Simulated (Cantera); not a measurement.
Cantera run:

```python
import numpy as np
import cantera as ct

gas_names = [...]  # 113 gases of nasa_gas.yaml made of C, H, O, Pb
cond_names = """
    C(gr) C6H6(L) C7H8(L) C8H18(L),n-octa H2O(s) H2O(L) Pb(cr) Pb(L) PbO(rd) PbO(yw) PbO(L) PbO2(s)
    Pb3O4(s)
""".split()


# ... load() reads the species with a 1 bar reference pressure and builds the phases ...
atoms = {
    'PbO': {'Pb': 1, 'O': 1},
    'C': {'C': 1},
    'H2': {'H': 2},
}
top_T = {'C(gr)': 4500, 'Pb3O4(s)': 820}  # K; cautious upper limits of use, not melting points


# ... equilibrate(T, P, feed) seeds the gas with the atoms and calls Mixture.equilibrate('TP', solver="vcs", rtol=1e-11, max_steps=5000) ...
results = []
feed = {'PbO': 1, 'C': 1.9, 'H2': 7.7}  # mol
P = 1000  # Pa
for T in [1923, 1973, 2023, 2073, 2123, 2173, 2223, 2273, 2323, 2373, 2423]:
    mix = equilibrate(T, P, feed)
    results.append((T, P, feed, dict(zip(mix.species_names, mix.species_moles))))
    x = sorted(zip(gas.X, gas.species_names), reverse=True)
    print(f"T = {T:g} K  P = {P:g} Pa  gas = {mix.phase_moles(0):.4g} mol")
    print("   x: " + "  ".join(f"{s} {v:.3e}" for v, s in x if v > 0.001))
    print("   condensed (mol): " + ("  ".join(f"{mix.phase(i).name} {mix.phase_moles(i):.4g}"
          for i in range(1, mix.n_phases) if mix.phase_moles(i) > 1e-12) or "none"))
```

It prints:

```
T = 1923 K  P = 1000 Pa  gas = 9.741 mol
   x: H2 7.860e-01  CO 1.027e-01  Pb 1.027e-01  H 8.352e-03
   condensed (mol): C(gr) 0.893
T = 1973 K  P = 1000 Pa  gas = 9.758 mol
   x: H2 7.826e-01  CO 1.025e-01  Pb 1.025e-01  H 1.194e-02
   condensed (mol): C(gr) 0.8902
T = 2023 K  P = 1000 Pa  gas = 9.782 mol
   x: H2 7.781e-01  CO 1.022e-01  Pb 1.022e-01  H 1.675e-02
   condensed (mol): C(gr) 0.8864
T = 2073 K  P = 1000 Pa  gas = 9.813 mol
   x: H2 7.721e-01  CO 1.019e-01  Pb 1.019e-01  H 2.311e-02
   condensed (mol): C(gr) 0.8814
T = 2123 K  P = 1000 Pa  gas = 9.855 mol
   x: H2 7.644e-01  CO 1.015e-01  Pb 1.015e-01  H 3.137e-02  C2H2,acetylene 1.266e-03
   condensed (mol): C(gr) 0.8749
T = 2173 K  P = 1000 Pa  gas = 9.908 mol
   x: H2 7.545e-01  CO 1.009e-01  Pb 1.009e-01  H 4.192e-02  C2H2,acetylene 1.665e-03
   condensed (mol): C(gr) 0.8668
T = 2223 K  P = 1000 Pa  gas = 9.975 mol
   x: H2 7.422e-01  CO 1.002e-01  Pb 1.002e-01  H 5.519e-02  C2H2,acetylene 2.154e-03
   condensed (mol): C(gr) 0.8567
T = 2273 K  P = 1000 Pa  gas = 10.06 mol
   x: H2 7.268e-01  CO 9.940e-02  Pb 9.940e-02  H 7.162e-02  C2H2,acetylene 2.740e-03
   condensed (mol): C(gr) 0.8444
T = 2323 K  P = 1000 Pa  gas = 10.17 mol
   x: H2 7.082e-01  CO 9.837e-02  Pb 9.837e-02  H 9.164e-02  C2H2,acetylene 3.429e-03
   condensed (mol): C(gr) 0.8294
T = 2373 K  P = 1000 Pa  gas = 10.3 mol
   x: H2 6.858e-01  H 1.157e-01  CO 9.713e-02  Pb 9.713e-02  C2H2,acetylene 4.219e-03
   condensed (mol): C(gr) 0.8116
T = 2423 K  P = 1000 Pa  gas = 10.45 mol
   x: H2 6.595e-01  H 1.440e-01  CO 9.567e-02  Pb 9.566e-02  C2H2,acetylene 5.103e-03
   condensed (mol): C(gr) 0.7906
```

These are equilibrium values from Cantera (NASA tables, ideal gas, pure condensed phases), not measurements of a reactor.
